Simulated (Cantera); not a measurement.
An adiabatic, constant-volume homogeneous reactor starts with H2 : O2 : N2 = 1 : 0.385 : 1.45 (molar parts), at 1275 K and 26000 Pa. Integrator tolerance rtol = 1e-08.

Detailed kinetics in Cantera: GRI-Mech 3.0 (53 species, 325 reactions).

### Question
What does this change do: initial temperature 1275 to 1623 K?

### Answer
```json
[
 {"quantity": "time of steepest temperature rise", "before": "0.118 ms", "after": "33.9 µs"},
 {"quantity": "temperature at 4.00 s", "before": "2834 K", "after": "2880 K"},
 {"quantity": "equilibrium temperature", "before": "2834 K", "after": "2880 K"},
 {"quantity": "x(H2) at 4.00 s", "before": "0.107 (gas-phase equilibrium 0.107)", "after": "0.111 (gas-phase equilibrium 0.111)"},
 {"quantity": "x(O2) at 4.00 s", "before": "0.00624 (gas-phase equilibrium 0.00624)", "after": "0.00843 (gas-phase equilibrium 0.00843)"},
 {"quantity": "x(H2O) at 4.00 s", "before": "0.246 (gas-phase equilibrium 0.246)", "after": "0.225 (gas-phase equilibrium 0.225)"},
 {"quantity": "x(NO) at 4.00 s", "before": "0.00562 (gas-phase equilibrium 0.00562)", "after": "0.00688 (gas-phase equilibrium 0.00688)"},
 {"quantity": "x(NO2) at 4.00 s", "before": "4.59e-7 (gas-phase equilibrium 4.59e-7)", "after": "5.69e-7 (gas-phase equilibrium 5.69e-7)"},
 {"quantity": "x(N2O) at 4.00 s", "before": "1.93e-7 (gas-phase equilibrium 1.93e-7)", "after": "2.11e-7 (gas-phase equilibrium 2.11e-7)"},
 {"quantity": "x(O) at 4.00 s", "before": "0.00679 (gas-phase equilibrium 0.00679)", "after": "0.0104 (gas-phase equilibrium 0.0104)"}
]
```
